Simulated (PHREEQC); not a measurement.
Make-up at 55 °C: 17 mmol/kgw NiSO4 and 150 mmol/kgw KCl. Closed to the air; pH follows from the charge balance.

Computed with PHREEQC (ion-association model, wateq4f.dat).

No solid was allowed to form.

Q: What pH, ionic strength does the model give?

A: pH 5.81; ionic strength 0.196 mol/kgw.

Q: In which forms is K present?

A: K+ 97 %, KSO4- 2.9 % of the K.

Complexes and solids missing from the database can't appear. At this temperature some constants are extrapolated from 25 °C, and those without enthalpy data are left unchanged.
